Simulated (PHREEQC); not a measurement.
Solution (25 °C): 2 mmol/kgw NaOH and 0.15 mmol/kgw K2SiO3. Closed to the air; pH follows from the charge balance.

Equilibrium calculation in PHREEQC: ion-association model, wateq4f.dat.

No solid was allowed to form.

Task: Estimate the pH.

Result: pH 11.31.

Task: In which forms is Si present?

Result: H3SiO4- 95 %, H4SiO4 3.0 %, H2SiO4-2 1.5 % of the Si.
